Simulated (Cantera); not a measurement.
Cantera run:

```python
import numpy as np
import cantera as ct

gas_names = """
    C CH CH2 CH3 CH2OH CH3O CH4 CH3OH CO CO2 COOH C2 C2H CHCO,ketyl C2H2,acetylene C2H2,vinylidene
    CH2CO,ketene C2H3,vinyl CH3CO,acetyl C2H4 C2H4O,ethylen CH3CHO,ethanal CH3COOH (HCOOH)2 C2H5 C2H6
    CH3OCH3 C2H5OH C2O C3 C3H3,propargyl C3H4,allene C3H4,propyne C3H4,cyclo- C3H5,allyl C3H6,propylene
    C3H6,cyclo- C3H6O C3H7,n-propyl C3H7,i-propyl C3H8 C3H8O,1propanol C3H8O,2propanol C3O2 C4 C4H2
    C4H4,1,3-cyclo- C4H6,butadiene C4H6,2-butyne C4H6,cyclo- C4H8,1-butene C4H8,cis2-buten
    C4H8,tr2-butene C4H8,isobutene C4H8,cyclo- (CH3COOH)2 C4H9,n-butyl C4H9,i-butyl C4H9,s-butyl
    C4H9,t-butyl C4H10,isobutane C4H10,n-butane C5 C5H6,1,3cyclo- C5H8,cyclo- C5H10,1-pentene
    C5H10,cyclo- C5H11,pentyl C5H11,t-pentyl C5H12,n-pentane C5H12,i-pentane CH3C(CH3)2CH3 C6H2
    C6H5,phenyl C6H5O,phenoxy C6H6 C6H5OH,phenol C6H10,cyclo- C6H12,1-hexene C6H12,cyclo- C6H13,n-hexyl
    C7H7,benzyl C7H8 C7H8O,cresol C7H14,1-heptene C7H15,n-heptyl C7H16,n-heptane C8H8,styrene
    C8H10,ethylbenz C8H16,1-octene C8H17,n-octyl C8H18,isooctane C8H18,n-octane C9H19,n-nonyl
    C10H8,naphthale C10H21,n-decyl C12H9,o-bipheny C12H10,bipheny H HCO HO2 H2 HCHO,formaldehy HCOOH H2O
    H2O2 O OH O2 O3
""".split()
cond_names = """
    C(gr) C6H6(L) C7H8(L) C8H18(L),n-octa H2O(s) H2O(L)
""".split()


def load(file, names, dense=False):
    # The tables refer to 1 bar. Condensed volumes are neglected.
    table = {s.name: s for s in ct.Species.list_from_file(file)}
    out = []
    for n in names:
        d = dict(table[n].input_data)
        d["thermo"] = dict(d["thermo"], **{"reference-pressure": 1e5})
        if dense:
            d["equation-of-state"] = {"model": "constant-volume", "density": "1e6 g/cm^3"}
        out.append(ct.Species.from_dict(d))
    return out


gas = ct.Solution(thermo="ideal-gas", species=load("nasa_gas.yaml", gas_names))
cond = {s.name: ct.Solution(thermo="fixed-stoichiometry", species=[s], name=s.name)
        for s in load("nasa_condensed.yaml", cond_names, dense=True)}
atoms = {
    'C3H8': {'C': 3, 'H': 8},
    'O2': {'O': 2},
}
top_T = {'C(gr)': 4500}  # K; cautious upper limits of use, not melting points


def equilibrate(T, P, feed):
    n = {}
    for name, mol in feed.items():
        for a, k in atoms[name].items():
            n[a] = n.get(a, 0.0) + k * mol
    gas.TPX = T, P, n
    mass = sum(n.values()) * gas.mean_molecular_weight
    gas.equilibrate("TP")
    valid = [c for c in cond.values() if c.min_temp <= T <= top_T.get(c.name, c.max_temp)]
    mix = ct.Mixture([(gas, mass / gas.mean_molecular_weight)] + [(c, 0.0) for c in valid])
    mix.T, mix.P = T, P
    mix.equilibrate("TP", solver="vcs", rtol=1e-11, max_steps=5000)
    return mix


results = []
feed = {'C3H8': 1, 'O2': 0.22}  # mol
T = 1450  # K
P = 4500  # Pa
mix = equilibrate(T, P, feed)
results.append((T, P, feed, dict(zip(mix.species_names, mix.species_moles))))
x = sorted(zip(gas.X, gas.species_names), reverse=True)
print(f"T = {T:g} K  P = {P:g} Pa  gas = {mix.phase_moles(0):.4g} mol")
print("   x: " + "  ".join(f"{s} {v:.3e}" for v, s in x if v > 1e-05))
print("   condensed (mol): " + ("  ".join(f"{mix.phase(i).name} {mix.phase_moles(i):.4g}"
      for i in range(1, mix.n_phases) if mix.phase_moles(i) > 1e-12) or "none"))
```

Result:

```
T = 1450 K  P = 4500 Pa  gas = 4.44 mol
   x: H2 9.007e-01  CO 9.910e-02  CH4 1.205e-04  H 4.231e-05  H2O 1.002e-05
   condensed (mol): C(gr) 2.559
```

Method: chemical equilibrium by Gibbs-energy minimisation in Cantera with the NASA 1993 tables (ideal gas, pure condensed phases).
